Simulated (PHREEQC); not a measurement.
## Alkaline etch or developer (model solution)

A solution holds 0.054 mol/kgw NH3 and 2.9e-06 mol/kgw H4SiO4, at 25 °C. Closed to the air; pH follows from the charge balance.

Equilibrium calculation in PHREEQC: ion-association model, phreeqc.dat.

No solid was allowed to form.

Estimate the pH, specific conductance.

pH 10.98; specific conductance 266 µS/cm.

In which forms is Si present?

H3SiO4- 93 %, H4SiO4 6.3 %, H2SiO4-2 0.7 % of the Si.
